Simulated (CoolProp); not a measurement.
Nitrous oxide along the isotherm 500 K: fugacity coefficient from the reference equation and from simpler models built on Tc = 309.5 K, pc = 7.245 MPa, ω = 0.161; each cubic takes its own stable root.

The numbers come from the reference Helmholtz-energy equation of state, Lemmon 2006 in CoolProp. It is a short technical equation, of lower accuracy than the large ones.

```json
[
 {"p (MPa)": "5", "phase": "gas", "reference": "0.9591"},
 {"p (MPa)": "10", "phase": "supercritical", "reference": "0.9218"},
 {"p (MPa)": "15", "phase": "supercritical", "reference": "0.8884"},
 {"p (MPa)": "20", "phase": "supercritical", "reference": "0.8592"},
 {"p (MPa)": "25", "phase": "supercritical", "reference": "0.8346"},
 {"p (MPa)": "30", "phase": "supercritical", "reference": "0.8145"},
 {"p (MPa)": "35", "phase": "supercritical", "reference": "0.7990"},
 {"p (MPa)": "40", "phase": "supercritical", "reference": "0.7877"},
 {"p (MPa)": "45", "phase": "supercritical", "reference": "0.7801"},
 {"p (MPa)": "50", "phase": "supercritical", "reference": "0.7759"}
]
```

Question: How far does each simpler model (van der Waals, Peng-Robinson) lie from the reference over these 10 states: mean and median of the absolute difference, and the worst?

Answer: 
- van der Waals: mean 7.4 %, median 8.8 %, worst -9.9 % at 500 K and 40 MPa
- Peng-Robinson: mean 0.7 %, median 0.7 %, worst -1.2 % at 500 K and 15 MPa
